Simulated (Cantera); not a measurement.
## Thermodynamics of tantalum, niobium, vanadium and zirconium in process gases, feed V + O₂

Feed: 1 mol V, 5.4 mol O₂.

Method: chemical equilibrium by Gibbs-energy minimisation in Cantera with the NASA 1993 tables (ideal gas, pure condensed phases). Candidate condensed phases: V, VO, V₂O₃, V₂O₄, V₂O₅; 6 gas species. Condensed phases not in the tables: the oxides between V₂O₃ and V₂O₅ other than VO₂. Gases not in the tables: V₄O₁₀. Equilibrium is a limit: real reactors are often held back by kinetics, nucleation or transport.

### Question
Map the stable condensed phases over T = 1552, 1652, 1752, 1852, 1952, 2052, 2152, 2252, 2352 °C and P in Pa = 0.10, 0.75, 5.6, 42, 320, 2400, 18000, 130000, 1000000.

### Answer
```
T in °C \ P in Pa
            0.10    0.75     5.6      42     320    2400   18000  130000 1000000
   2352        A       A       A       A       A       A       A       B       B
   2252        A       A       A       A       A       A       A       B       B
   2152        A       A       A       A       A       A       B       B       B
   2052        A       A       A       A       A       A       B       B       B
   1952        A       A       A       A       A       B       B       B       B
   1852        A       A       A       A       A       B       B       B       C
   1752        A       A       A       A       A       B       B       B       C
   1652        A       A       A       A       B       B       B       C       C
   1552        A       A       A       B       B       B       B       C       C
```
A: gas only; B: V₂O₄; C: V₂O₅.
